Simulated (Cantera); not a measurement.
Input: 1 mol SiHCl3, 0.02 mol HCl, 23 mol H2, held at 13.3 mbar.

Points: T (K) = 848, 923, 998, 1073, 1148, 1223, 1298, 1373, 1448, 1523, 1598, 1673.

Cantera's Mixture.equilibrate('TP', solver="vcs", rtol=1e-11, max_steps=5000) on the NASA tables stopped like this:

```
ERROR: FAILURE its = 5001!

*******************************************************************************
CanteraError thrown by MultiPhase::equilibrate:
VCS solver failed. Return code: -1
*******************************************************************************
```

### Question
What got this run through?

### Answer
Several could match; the one computed here: The failure is numerical, not chemical. The same input converged with solver="gibbs", rtol=1e-10, max_steps=50000, and the result passed a check of the equilibrium conditions:
```
log10 of partial pressures in bar; condensed amounts in mol
       T/K        H2       HCL     SiCL4     SiCL2    SiHCL3     SiCL3         H   SiH2CL2    Si(cr)
       848    -1.891    -4.148    -3.490    -6.332    -4.023    -5.840   -11.666    -5.614    0.2309
       923    -1.894    -3.802    -3.518    -5.552    -4.059    -5.338   -10.558    -5.608    0.2702
       998    -1.897    -3.518    -3.579    -4.910    -4.117    -4.939    -9.616    -5.624    0.3301
      1073    -1.903    -3.293    -3.699    -4.394    -4.220    -4.649    -8.805    -5.675    0.4019
      1148    -1.910    -3.130    -3.925    -4.010    -4.403    -4.489    -8.100    -5.782    0.4624
      1223    -1.916    -3.035    -4.311    -3.767    -4.703    -4.490    -7.480    -5.970    0.4907
      1298    -1.919    -2.996    -4.838    -3.647    -5.107    -4.631    -6.929    -6.227    0.4916
      1373    -1.920    -2.986    -5.410    -3.594    -5.542    -4.834    -6.438    -6.505    0.4813
      1448    -1.920    -2.987    -5.959    -3.565    -5.961    -5.045    -5.996    -6.772    0.4681
      1523    -1.920    -2.991    -6.467    -3.547    -6.346    -5.245    -5.596    -7.019    0.4548
      1598    -1.920    -2.995    -6.931    -3.534    -6.699    -5.429    -5.234    -7.244    0.4422
      1673    -1.920    -3.000    -7.354    -3.523    -7.021    -5.599    -4.904    -7.450    0.4298
```

The gas is ideal and each condensed phase is pure. The tables' values for SiCl3, SiCl are old estimates; treat these amounts as uncertain.
